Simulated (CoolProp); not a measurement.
Oxygen at 490.22 K and 0.802 MPa is throttled through a valve to 0.103 MPa with no heat exchange. Each further row changes one setting.

Model: reference Helmholtz-energy equation of state, Schmidt 1985, in CoolProp.

| case | temperature change (K) | final density (kg/m³) |
|---|---|---|
| as stated | -0.6 | 0.809 |
| outlet pressure 0.0309 MPa | -0.6 | 0.243 |
| outlet pressure 0.134 MPa | -0.5 | 1.05 |

Above 300 K oxygen's equation is extrapolated.
